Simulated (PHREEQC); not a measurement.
Solution (44 °C): 0.089 mol NaOH and 0.057 mol (CH3)4NCl per kg of water. Closed to the air; pH follows from the charge balance.

Equilibrium calculation in PHREEQC: ion-association model, wateq4f.dat.

| Quantity | Value |
|---|---|
| pH | 12.24 |
| ionic strength | 0.146 mol/kgw |
| total alkalinity | 89.0 meq/kg |

| species | molality | activity | log γ |
|---|---|---|---|
| OH- | 0.0890 | 0.0645 | -0.140 |
| Na+ | 0.0890 | 0.0670 | -0.123 |
| Cl- | 0.0570 | 0.0415 | -0.138 |
| (CH3)4N+ | 0.0570 | 0.0419 | -0.134 |

Precipitation was switched off in this run. (CH3)4N+ isn't in the database: it is added as a free cation with an ion size of 4 Å. At this temperature some constants are extrapolated from 25 °C, and those without enthalpy data are left unchanged.
